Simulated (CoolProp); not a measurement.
A simple Rankine cycle with ethanol: condensing at 306.15 K, boiler at 0.43 MPa, turbine inlet 433.3 K, turbine efficiency 0.7, pump efficiency 0.8, no recuperator. Each further row changes one setting.

The numbers come from the reference Helmholtz-energy equation of state, Schroeder 2014 in CoolProp.

```csv
case,thermal efficiency (%),net work (kJ/kg),heat in (kJ/kg),turbine exit temperature (K),volume ratio over the turbine
as stated,14.1,156,1100,330.7,27.8
turbine inlet 453.3 K,14.4,165,1150,[?],[?]
condensing temperature 298.15 K,15.3,173,[?],319.6,42.2
boiler pressure 0.301 MPa,13.0,144,[?],342.2,19.9
turbine efficiency 0.6,12.1,134,1100,[?],[?]
```

Q: What belongs in the gaps?

A: 
- turbine inlet 453.3 K, turbine exit temperature (K): 351.3
- turbine inlet 453.3 K, volume ratio over the turbine: 28.0
- condensing temperature 298.15 K, heat in (kJ/kg): 1120
- boiler pressure 0.301 MPa, heat in (kJ/kg): 1110
- turbine efficiency 0.6, turbine exit temperature (K): 345.0
- turbine efficiency 0.6, volume ratio over the turbine: 29.1
